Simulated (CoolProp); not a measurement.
Saturation properties of n-nonane.

The numbers come from the reference Helmholtz-energy equation of state, Lemmon 2006 in CoolProp. It is a short technical equation, of lower accuracy than the large ones.

```tsv
T (K)	p (MPa)	vapour density (kg/m³)	liquid cp (kJ/(kg K))
281.9	0.0001940	0.01062	___
291.6	0.0003800	0.02012	___
301.2	___	0.03600	2.219
310.9	0.001245	0.06193	___
320.5	0.002106	0.1017	___
330.2	___	0.1619	2.331
339.8	0.005429	0.2482	2.369
349.5	0.008325	0.3710	2.409
359.1	0.01236	0.5377	2.449
368.8	0.01795	0.7637	2.490
```

Q: Complete the blanks.

A: 
- 281.9, liquid cp (kJ/(kg K)): 2.150
- 291.6, liquid cp (kJ/(kg K)): 2.184
- 301.2, p (MPa): 0.0007020
- 310.9, liquid cp (kJ/(kg K)): 2.255
- 320.5, liquid cp (kJ/(kg K)): 2.292
- 330.2, p (MPa): 0.003449

It boils at 423.9 K under 1 atm.
